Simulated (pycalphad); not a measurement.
Computed with pycalphad from the COST 507 light-alloy database (1999), at 1 atm. The database dates from 1999; later assessments differ in places, in temperatures and in the compounds included. Kinetics are ignored, which matters at the lower temperatures.

Molar enthalpy of Fe-1.12Si (at.%) in equilibrium (SER reference):

```
T (K)  H (kJ/mol)  phases
-----  ----------  ------
2250        90.84  liquid
2150        86.26  liquid
2050        81.68  liquid
1950        77.10  liquid
1900        74.81  liquid
1850        72.53  liquid
1750        54.45     bcc
1700        52.42     bcc
1650        50.41     bcc
1550        45.98     fcc
1450        42.32     fcc
1350        38.75     fcc
1250        35.26     fcc
1150        30.53     bcc
1050        26.00     bcc
950         20.64     bcc
850         16.11     bcc
750         12.18     bcc
650          8.66     bcc
550          5.46     bcc
```

Cooling from 1850 K to 1750 K, across the freezing range, releases 18.1 kJ/mol, or 326 J/g. The slope is 46 J/(mol K) in the liquid and 41 J/(mol K) just below the solidus, where it includes any heat of precipitation. Liquidus 1802 K, solidus 1797 K. Changes were sought between steps of 50 K, so a narrower field can be missed.
